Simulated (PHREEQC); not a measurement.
## Brine

Make-up at 25 °C: 3.9 mol NaCl and 0.00013 mol H4SiO4 per kg of water. Closed to the air; pH follows from the charge balance.

All values are PHREEQC results (Pitzer model, pitzer.dat), not measurements.

No solid was allowed to form.

**Question.** Estimate the pH.

**Answer.** pH 6.19.

In brines, pH and single-ion activities rest on the MacInnes convention.
